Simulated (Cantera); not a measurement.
# Low-pressure radical oxidation in H2/O2

An isothermal, constant-pressure homogeneous reactor starts with 0.806 % H2, 80.6 % O2, 18.5 % N2, at 1098 K and 1500 Pa.

Model: GRI-Mech 3.0 (53 species, 325 reactions), integrated in Cantera. Radical loss at walls, strong at low pressure, is not modelled.

| t (s) | x H2 | x O2 | x HO2 | x H2O2 | x H2O | x N2O |
|---|---|---|---|---|---|---|
| 0.000100 | 0.00806 | 0.806 | 8.16e-11 | <1e-12 | 2.95e-12 | <1e-12 |
| 0.000316 | 0.00806 | 0.806 | 2.59e-10 | <1e-12 | 5.73e-11 | <1e-12 |
| 0.00100 | 0.00806 | 0.806 | 8.25e-10 | <1e-12 | 9.51e-10 | <1e-12 |
| 0.00316 | 0.00806 | 0.806 | 2.85e-9 | 1.18e-12 | 3.58e-8 | <1e-12 |
| 0.0100 | 0.00781 | 0.806 | 9.56e-7 | 1.27e-9 | 0.000191 | 1.57e-12 |
| 0.0316 | 3.59e-5 | 0.800 | 1.24e-6 | 1.84e-8 | 0.00765 | 1.06e-9 |
| 0.100 | 1.88e-5 | 0.803 | 9.57e-7 | 1.73e-8 | 0.00784 | 3.00e-9 |
| 0.316 | 5.75e-6 | 0.805 | 5.39e-7 | 1.53e-8 | 0.00799 | 4.41e-9 |
| 1.00 | 9.64e-7 | 0.805 | 1.96e-7 | 1.01e-8 | 0.00806 | 5.10e-9 |
x: mole fraction; the columns are a selection and need not sum to one.

Equilibrium at this temperature and pressure: H2 9.30e-11, O2 0.806, HO2 1.06e-9, H2O2 7.87e-12, H2O 0.00810, N2O 3.58e-10 (gas phase only).
